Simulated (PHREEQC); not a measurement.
Dissolve 36 mmol/kgw KHCO3 and 2 mmol/kgw Na2HPO4 at 92 °C. Closed to the air; pH follows from the charge balance.

Equilibrium calculation in PHREEQC: ion-association model, phreeqc.dat.

| Item | Value |
|---|---|
| pH | 8.02 |
| ionic strength | 0.0420 mol/kgw |
| specific conductance | 11500 µS/cm |
| total alkalinity | 38.0 meq/kg |

```
species  molality  activity   log γ
-------  --------  --------  ------
K+         0.0359    0.0288  -0.096
HCO3-      0.0346    0.0283  -0.088
Na+       0.00372   0.00302  -0.090
HPO4-2    0.00183  0.000802  -0.357
CO2      0.000658  0.000664   0.004
CO3-2    0.000479  0.000214  -0.350
NaCO3-   0.000235  0.000190  -0.093
H2PO4-   0.000112   9.15e-5  -0.088
OH-       5.53e-5   4.43e-5  -0.097
```

Precipitation was switched off in this run. Species that the database lacks are ignored. At this temperature some constants are extrapolated from 25 °C, and those without enthalpy data are left unchanged.
